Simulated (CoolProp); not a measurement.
Saturation properties of ammonia (Tc = 405.6 K, pc = 113.6 bar, ω = 0.256).

Computed with CoolProp (reference Helmholtz-energy equation of state, Gao 2020).

```csv
T (K),p (bar),vapour density (kg/m³),liquid conductivity (mW/(m K))
307.1,13.10,10.14,461
310.2,14.31,11.07,452
313.3,15.61,12.07,443
316.4,17.00,13.15,435
319.5,18.47,14.31,426
322.6,20.04,15.55,418
325.7,21.71,16.88,410
328.7,23.42,18.26,402
331.8,25.29,19.78,393
334.9,27.28,21.42,385
338,29.38,23.19,377
341.1,31.59,25.08,369
344.2,33.93,27.11,361
347.3,36.40,29.30,352
```

It boils at 239.8 K under 1 atm.

Thermal conductivity comes from a separate model (Tufeu 1984).
